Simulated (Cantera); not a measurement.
What does this Cantera script print?

```python
import numpy as np
import cantera as ct

gas_names = """
    H HNO HNO2 HNO3 HO2 H2 H2O H2O2 N NH NH2 NH3 NH2OH NO NO2 NO3 N2 N2H2 N2H4 N2O O OH O2 O3
""".split()
cond_names = """
    H2O(s) H2O(L)
""".split()


def load(file, names, dense=False):
    # The tables refer to 1 bar. Condensed volumes are neglected.
    table = {s.name: s for s in ct.Species.list_from_file(file)}
    out = []
    for n in names:
        d = dict(table[n].input_data)
        d["thermo"] = dict(d["thermo"], **{"reference-pressure": 1e5})
        if dense:
            d["equation-of-state"] = {"model": "constant-volume", "density": "1e6 g/cm^3"}
        out.append(ct.Species.from_dict(d))
    return out


gas = ct.Solution(thermo="ideal-gas", species=load("nasa_gas.yaml", gas_names))
cond = {s.name: ct.Solution(thermo="fixed-stoichiometry", species=[s], name=s.name)
        for s in load("nasa_condensed.yaml", cond_names, dense=True)}
atoms = {
    'N2O': {'N': 2, 'O': 1},
    'H2O': {'H': 2, 'O': 1},
    'N2': {'N': 2},
}
top_T = {}  # K; cautious upper limits of use, not melting points


def equilibrate(T, P, feed):
    n = {}
    for name, mol in feed.items():
        for a, k in atoms[name].items():
            n[a] = n.get(a, 0.0) + k * mol
    gas.TPX = T, P, n
    mass = sum(n.values()) * gas.mean_molecular_weight
    gas.equilibrate("TP")
    valid = [c for c in cond.values() if c.min_temp <= T <= top_T.get(c.name, c.max_temp)]
    mix = ct.Mixture([(gas, mass / gas.mean_molecular_weight)] + [(c, 0.0) for c in valid])
    mix.T, mix.P = T, P
    mix.equilibrate("TP", solver="vcs", rtol=1e-11, max_steps=5000)
    return mix


results = []
feed = {'N2O': 1, 'H2O': 0.23, 'N2': 8.2}  # mol
P = 133.322  # Pa
for T in [1398, 1498, 1598, 1698, 1798, 1898, 1998, 2098]:
    mix = equilibrate(T, P, feed)
    results.append((T, P, feed, dict(zip(mix.species_names, mix.species_moles))))

top = {s: max(r[3][s] / sum(r[3][g] for g in gas_names) for r in results) for s in gas_names}
cols = sorted((s for s in top if top[s] > 1e-05), key=lambda s: -top[s])[:5]
seen = [c for c in cond_names if any(r[3].get(c, 0) > 1e-12 for r in results)]
print("log10 of partial pressures in bar; condensed amounts in mol")
print(f"{'T/K':>10s}" + "".join(f"{s[:9]:>10s}" for s in cols + seen))
for T, P, feed, n in results:
    ng = sum(n[g] for g in gas_names)
    print(f"{T:10.4g}" + "".join(f"{np.log10(max(n[s] / ng * P / 1e5, 1e-99)):10.3f}" for s in cols)
          + "".join(f"{n.get(c, 0):10.4g}" for c in seen))
```

Output:

```
log10 of partial pressures in bar; condensed amounts in mol
       T/K        N2        O2       H2O         O        NO
      1398    -2.908    -4.175    -4.511    -8.125    -6.296
      1498    -2.908    -4.176    -4.512    -7.492    -6.068
      1598    -2.909    -4.178    -4.514    -6.938    -5.870
      1698    -2.909    -4.182    -4.518    -6.450    -5.696
      1798    -2.909    -4.188    -4.526    -6.017    -5.542
      1898    -2.910    -4.197    -4.541    -5.631    -5.407
      1998    -2.911    -4.211    -4.572    -5.287    -5.289
      2098    -2.913    -4.233    -4.628    -4.980    -5.187
```

Method: chemical equilibrium by Gibbs-energy minimisation in Cantera with the NASA 1993 tables (ideal gas, pure condensed phases).
